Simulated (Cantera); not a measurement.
A closed system holds: 1 mol SiH2Cl2, 270 mol H2, equilibrated at 4.00 mbar.

Cantera equilibrium calculation (NASA polynomials, part measured and part estimated; ideal gas, pure solids and liquids). Candidate condensed phases: Si; 19 gas species. Equilibrium is a limit: real reactors are often held back by kinetics, nucleation or transport. All values below are at 1125 °C.

Base state: H2 0.993, HCl 0.00706, SiCl2 0.000148, H 7.45e-5 (mole fractions); condensed: Si(s).

### Question
What changes in the equilibrium state with this change: SiH2Cl2 replaced by Si2Cl6?

### Answer
```tsv
species	before	after
H2	0.993	0.979
HCl	0.00706	0.0196
SiCl2	0.000148	0.00116
H	7.45e-5	7.40e-5
Si(s), mol	0.959	1.68
```
The feed counts by its element totals alone.
